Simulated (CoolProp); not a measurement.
Values from CoolProp's reference Helmholtz-energy equation of state, Thol 2017.

Task: Give the vapour pressure (MPa), vapour density (kg/m³), enthalpy of vaporisation (kJ/kg) of saturated octamethyltrisiloxane (MDM) at 334.7, 368.1 K.

Result: 
```
T (K)  p (MPa)  vapour density (kg/m³)  enthalpy of vaporisation (kJ/kg)
-----  -------  ----------------------  --------------------------------
334.7  0.00393                   0.337                               190
368.1   0.0165                    1.30                               177
```
